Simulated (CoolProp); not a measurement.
The numbers come from the reference Helmholtz-energy equation of state, Wagner 2002 in CoolProp.

Give the vapour pressure (kPa), enthalpy of vaporisation (kJ/kg), vapour Z, vapour viscosity (µPa s) of saturated water at 517.7, 587.8 K.


```tsv
T (K)	p (kPa)	enthalpy of vaporisation (kJ/kg)	vapour Z	vapour viscosity (µPa s)
517.7	3620	1740	0.835	17.2
587.8	10500	1290	0.657	20.4
```

Viscosity comes from a separate model (Huber 2009).
